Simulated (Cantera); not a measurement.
# Equilibrium for fluorocarbon and chlorocarbon gases: CHF3

Input: 1 mol CHF3, held at 0.0428 Torr.

Equilibrium computed with Cantera from the NASA thermochemical tables; the gas is ideal and each condensed phase is pure. Candidate condensed phases: C, C6H6, C7H8, C8H18; 95 gas species. The numbers say what is thermodynamically allowed, not how fast it happens.

```json
[
 {"T (K)": "2325", "x F": "0.642", "x HF": "0.335", "x C3": "0.000463", "x H": "0.00142", "x CF": "0.0117", "x C": "0.000219", "n C(graphite)": "0.931"},
 {"T (K)": "2350", "x F": "0.643", "x HF": "0.333", "x C3": "0.000724", "x H": "0.00195", "x CF": "0.0128", "x C": "0.000325", "n C(graphite)": "0.929"},
 {"T (K)": "2375", "x F": "0.643", "x HF": "0.331", "x C3": "0.00112", "x H": "0.00267", "x CF": "0.0140", "x C": "0.000478", "n C(graphite)": "0.926"},
 {"T (K)": "2400", "x F": "0.644", "x HF": "0.329", "x C3": "0.00172", "x H": "0.00362", "x CF": "0.0152", "x C": "0.000697", "n C(graphite)": "0.919"},
 {"T (K)": "2425", "x F": "0.643", "x HF": "0.327", "x C3": "0.00262", "x H": "0.00488", "x CF": "0.0165", "x C": "0.00101", "n C(graphite)": "0.908"},
 {"T (K)": "2450", "x F": "0.642", "x HF": "0.324", "x C3": "0.00394", "x H": "0.00654", "x CF": "0.0179", "x C": "0.00145", "n C(graphite)": "0.892"},
 {"T (K)": "2475", "x F": "0.640", "x HF": "0.320", "x C3": "0.00589", "x H": "0.00868", "x CF": "0.0193", "x C": "0.00206", "n C(graphite)": "0.868"},
 {"T (K)": "2500", "x F": "0.638", "x HF": "0.315", "x C3": "0.00872", "x H": "0.0114", "x CF": "0.0208", "x C": "0.00292", "n C(graphite)": "0.833"},
 {"T (K)": "2525", "x F": "0.634", "x HF": "0.308", "x C3": "0.0128", "x H": "0.0149", "x CF": "0.0224", "x C": "0.00410", "n C(graphite)": "0.784"},
 {"T (K)": "2550", "x F": "0.629", "x HF": "0.299", "x C3": "0.0187", "x H": "0.0193", "x CF": "0.0239", "x C": "0.00573", "n C(graphite)": "0.713"},
 {"T (K)": "2575", "x F": "0.622", "x HF": "0.288", "x C3": "0.0270", "x H": "0.0246", "x CF": "0.0254", "x C": "0.00794", "n C(graphite)": "0.611"},
 {"T (K)": "2600", "x F": "0.613", "x HF": "0.274", "x C3": "0.0389", "x H": "0.0311", "x CF": "0.0269", "x C": "0.0109", "n C(graphite)": "0.463"},
 {"T (K)": "2625", "x F": "0.599", "x HF": "0.257", "x C3": "0.0554", "x H": "0.0386", "x CF": "0.0282", "x C": "0.0150", "n C(graphite)": "0.246"},
 {"T (K)": "2650", "x F": "0.586", "x HF": "0.237", "x C3": "0.0728", "x H": "0.0471", "x CF": "0.0288", "x C": "0.0199", "n C(graphite)": "0"}
]
```
x: gas mole fraction; n: condensed amount in mol.

From 2325 K to 2625 K the condensed part is C(graphite). At 2650 K nothing is condensed. The main C-bearing gas is CF at 2325 K and C3 at 2650 K. The share of C in condensed phases is highest at 2325 K (93.1 %) and lowest at 2650 K (0.0 %).
